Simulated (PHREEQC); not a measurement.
A made-up water analysis in mmol/kgw, 35 °C, pH 5.63, pe 8.5:

| constituent | mmol/kgw |
|---|---|
| Na | 0.408 |
| K | 0.00218 |
| Ca | 0.149 |
| Mg | 0.0201 |
| Cl | 0.339 |
| S(6) | 0.0276 |
| Alkalinity (meq/kgw) | 0.365 |
| Cd | 0.00065 |
| Zn | 0.00751 |
| Sr | 0.00216 |
| Pb | 8.55e-05 |

Na is adjusted to close the charge balance.
Valence states are taken as typed.

Equilibrium calculation in PHREEQC: ion-association model, phreeqc.dat.

Each row changes one thing in this solution. No solid was allowed to form.

| case | CO2 (mol/kgw) | HCO3- (mol/kgw) | Zn+2 (mol/kgw) | CaHCO3+ (mol/kgw) | Cd+2 (mol/kgw) | CaSO4 (mol/kgw) | SI of Otavite (CdCO3) | SI of Cerussite (PbCO3) |
|---|---|---|---|---|---|---|---|---|
| as made | 0.00169 | 0.000366 | 7.16e-6 | 6.78e-7 | 6.22e-7 | 5.71e-7 | -2.24 | -2.34 |
| S(6) from 0.0276 to 0.0138 mmol/kgw | 0.00169 | 0.000366 | 7.18e-6 | 6.82e-7 | 6.24e-7 | 2.88e-7 | -2.24 | -2.34 |
| all concentrations times 4 at the same typed pH | 0.00648 | 0.00145 | 2.58e-5 | 9.28e-6 | 2.25e-6 | … | -1.16 | -1.44 |
| temperature from 35 to 50 °C at the same typed pH | 0.00160 | 0.000366 | 7.14e-6 | 7.53e-7 | 6.21e-7 | … | -2.17 | -2.43 |
| pH from 5.63 to 5.5 at the same alkalinity | 0.00229 | 0.000367 | 7.17e-6 | 6.80e-7 | 6.22e-7 | 5.71e-7 | … | -2.46 |
| Pb from 8.55e-05 to 0.000257 mmol/kgw | 0.00169 | 0.000366 | 7.16e-6 | 6.78e-7 | 6.22e-7 | 5.71e-7 | -2.24 | -1.86 |

**Question.** What belongs in the gaps?

**Answer.** 
- all concentrations times 4 at the same typed pH, CaSO4 (mol/kgw): 6.55e-6
- temperature from 35 to 50 °C at the same typed pH, CaSO4 (mol/kgw): 6.23e-7
- pH from 5.63 to 5.5 at the same alkalinity, SI of Otavite (CdCO3): -2.37

Constants without temperature data keep their 25 °C values here. The database's zinc carbonate complexes are estimates, stronger than later reviews accept.
